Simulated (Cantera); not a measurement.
Charge: 1 mol FeS₂, 150 mol H₂, equilibrated at 1475 K and 37.0 mbar.

Method: chemical equilibrium by Gibbs-energy minimisation in Cantera with the NASA 1993 tables (ideal gas, pure condensed phases). Candidate condensed phases: Fe, FeS, FeS₂, S; 8 gas species. Rates play no part.

Base state: H₂ 0.987, H₂S 0.0126, S₂ 0.000260, SH 0.000234, H 6.70e-5 (mole fractions); condensed: Fe(γ).

**Question.** What changes in the equilibrium state with this change: 0.26 mol O₂ added?

**Answer.** 
```tsv
species	before	after
H₂	0.987	0.983
H₂S	0.0126	0.0126
H₂O	0	0.00347
S₂	0.000260	0.000261
H	6.70e-5	6.69e-5
SH	0.000234	0.000235
Fe(γ), mol	1.000	1.000
```
Further candidate phases: FeO, Fe(OH)₂, Fe(OH)₃, FeSO₄, Fe₂O₃, Fe₂(SO₄)₃, Fe₃O₄, H₂O, H₂SO₄.
